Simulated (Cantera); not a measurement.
A jet of H2 : O2 : N2 = 0.032 : 0.16 : 0.79 (molar parts), equivalence ratio 0.10 at 300 K and 5300 Pa hits a platinum plate 2.4 cm away at a mass flux of 0.024 kg/m²/s; the plate temperature is set and raised in steps from an oxygen-covered start.

Model: Deutschmann's 1995 Pt surface mechanism with GRI-Mech 3.0 gas chemistry, integrated in Cantera. Catalytic surfaces can have several steady states; this one follows from the mechanism file's or the stated starting coverage.

x: mole fraction at the wall; θ: surface coverage.

```json
[
 {"plate T (K)": "700", "wall x H2": "0.00442", "wall x O2": "0.134", "wall x H2O": "0.0530", "wall x OH": "<1e-8", "θ free Pt": "0.0654", "θ O*": "0.932", "θ OH*": "0.00260"},
 {"plate T (K)": "750", "wall x H2": "?", "wall x O2": "0.133", "wall x H2O": "0.0538", "wall x OH": "<1e-8", "θ free Pt": "?", "θ O*": "0.917", "θ OH*": "?"},
 {"plate T (K)": "800", "wall x H2": "0.00293", "wall x O2": "0.132", "wall x H2O": "0.0552", "wall x OH": "<1e-8", "θ free Pt": "0.113", "θ O*": "0.885", "θ OH*": "0.00185"},
 {"plate T (K)": "850", "wall x H2": "0.00218", "wall x O2": "0.132", "wall x H2O": "0.0563", "wall x OH": "1.97e-8", "θ free Pt": "0.162", "θ O*": "0.836", "θ OH*": "0.00168"},
 {"plate T (K)": "900", "wall x H2": "0.00168", "wall x O2": "0.131", "wall x H2O": "0.0570", "wall x OH": "6.20e-8", "θ free Pt": "0.221", "θ O*": "0.778", "θ OH*": "0.00152"},
 {"plate T (K)": "950", "wall x H2": "?", "wall x O2": "0.131", "wall x H2O": "0.0574", "wall x OH": "?", "θ free Pt": "?", "θ O*": "?", "θ OH*": "?"},
 {"plate T (K)": "1000", "wall x H2": "0.00115", "wall x O2": "0.131", "wall x H2O": "0.0569", "wall x OH": "4.25e-7", "θ free Pt": "0.353", "θ O*": "0.646", "θ OH*": "0.00119"},
 {"plate T (K)": "1050", "wall x H2": "0.00101", "wall x O2": "0.131", "wall x H2O": "0.0569", "wall x OH": "9.71e-7", "θ free Pt": "0.420", "θ O*": "0.579", "θ OH*": "0.00104"}
]
```

Q: Complete the blanks.

A: 
- 750, wall x H2: 0.00382
- 750, θ free Pt: 0.0807
- 750, θ OH*: 0.00209
- 950, wall x H2: 0.00136
- 950, wall x OH: 1.72e-7
- 950, θ free Pt: 0.286
- 950, θ O*: 0.713
- 950, θ OH*: 0.00136
